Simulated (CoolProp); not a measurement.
The numbers come from the reference Helmholtz-energy equation of state, Span 2003 in CoolProp. It is a short technical equation, of lower accuracy than the large ones.

Question: For n-heptane, give the phase and the Joule-Thomson coefficient (K/MPa) at 285.85 °C and 101 kPa; 302.25 °C and 101 kPa; 326.85 °C and 101 kPa.

Answer: 
- 285.85 °C and 101 kPa: gas; Joule-Thomson coefficient 7.05
- 302.25 °C and 101 kPa: gas; Joule-Thomson coefficient 6.42
- 326.85 °C and 101 kPa: gas; Joule-Thomson coefficient 5.62
